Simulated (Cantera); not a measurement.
Equilibrium for silicon epitaxy and polysilicon growth: SiCl4 + N2

Input: 1 mol SiCl4, 5.2 mol N2, held at 1323 K and 0.00170 bar.

Method: chemical equilibrium by Gibbs-energy minimisation in Cantera with the NASA 1993 tables (ideal gas, pure condensed phases). Candidate condensed phases: Si, Si3N4; 13 gas species. The tables' values for SiCl3 are old estimates; treat these amounts as uncertain. Rates play no part.

The x(N2) comes out as 0.837. The x(SiCl4) is 0.159. The x(Cl) is 0.00164 and the x(SiCl3) is 0.00152. The x(SiCl2) is 7.95e-5 and the x(Cl2) is 1.99e-5. The gas amount is 6.210 mol and the log10 activity of Si(s) (absent) comes out as -7.95.
